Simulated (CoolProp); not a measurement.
Oxygen along the isotherm -103.95 °C: fugacity coefficient from the reference equation and from simpler models built on Tc = -118.6 °C, pc = 5.046 MPa, ω = 0.022; each cubic takes its own stable root.

Values from CoolProp's reference Helmholtz-energy equation of state, Schmidt 1985.

```
p (MPa)          phase  reference
-------  -------------  ---------
0.16               gas     0.9920
0.258              gas     0.9871
0.417              gas     0.9791
0.673              gas     0.9664
1.09               gas     0.9457
1.76               gas     0.9128
2.84               gas     0.8606
4.58               gas     0.7778
7.41     supercritical     0.6444
12       supercritical     0.4827
19.3     supercritical     0.3774
31.2     supercritical     0.3244
50.5     supercritical     0.3250
```

Task: How far does each simpler model (van der Waals, Redlich-Kwong, Soave-Redlich-Kwong, Peng-Robinson) lie from the reference over these 13 states: mean and median of the absolute difference, and the worst?

Result: 
- van der Waals: mean 5.3 %, median 0.5 %, worst +34.8 % at -103.95 °C and 50.5 MPa
- Redlich-Kwong: mean 1.0 %, median 0.4 %, worst +3.7 % at -103.95 °C and 50.5 MPa
- Soave-Redlich-Kwong: mean 1.2 %, median 0.2 %, worst +4.4 % at -103.95 °C and 50.5 MPa
- Peng-Robinson: mean 3.2 %, median 2.2 %, worst -11.3 % at -103.95 °C and 50.5 MPa
